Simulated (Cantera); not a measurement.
**Transport properties of process gases**

Gas mixture: CO₂ : NH₃ : C₂H₄ = 0.72 : 0.073 : 0.82 (molar parts), at 29.3 Torr, frozen composition.

Cantera's kinetic-theory transport with the Lennard-Jones parameters of GRI-Mech 3.0, ideal gas; thermal conductivity in the multicomponent form. Polar gases are described roughly by these parameters. The composition is frozen, though it would react at the higher temperatures.

```tsv
T (K)	ρ (kg/m³)	cp (J/kg/K)	μ (µPa s)	λ (mW/m/K)	Pr	D (cm²/s) CH₄	D (cm²/s) OH	D (cm²/s) NO
400	0.0407	1354	16.4	30.0	0.742	7.68	10.9	6.97
500	0.0325	1542	20.0	41.7	0.741	11.5	16.2	10.4
600	0.0271	1709	23.4	54.0	0.740	15.9	22.2	14.3
700	0.0232	1847	26.5	66.1	0.739	20.9	28.9	18.6
800	0.0203	1959	29.4	77.9	0.738	26.3	36.3	23.4
900	0.0181	2055	32.1	89.5	0.737	32.2	44.4	28.6
1000	0.0163	2152	34.7	101	0.736	38.6	53.0	34.2
1100	0.0148	2228	37.2	113	0.735	45.4	62.2	40.2
1200	0.0136	2295	39.5	124	0.734	52.6	72.0	46.6
```
D: mixture-averaged diffusion coefficient of that species in the mixture.
